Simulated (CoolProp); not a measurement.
R1132(E) along the isobar 0.84 MPa: fugacity coefficient from the reference equation and from simpler models built on Tc = 348.8 K, pc = 5.174 MPa, ω = 0.245; each cubic takes its own stable root.

Values from CoolProp's reference Helmholtz-energy equation of state, Akasaka 2024.

| T (K) | phase | reference | van der Waals | Redlich-Kwong | Peng-Robinson |
|---|---|---|---|---|---|
| 313.9 | gas | 0.9200 | 0.9382 | 0.9260 | 0.9167 |
| 326.2 | gas | 0.9298 | 0.9436 | 0.9336 | 0.9257 |
| 338.5 | gas | 0.9381 | 0.9484 | 0.9403 | 0.9335 |
| 350.8 | gas | 0.9452 | 0.9526 | 0.9461 | 0.9404 |
| 363.1 | gas | 0.9513 | 0.9565 | 0.9512 | 0.9465 |
| 375.4 | gas | 0.9566 | 0.9599 | 0.9558 | 0.9519 |
| 387.7 | gas | 0.9613 | 0.9630 | 0.9598 | 0.9567 |
| 400 | gas | 0.9654 | 0.9658 | 0.9634 | 0.9609 |
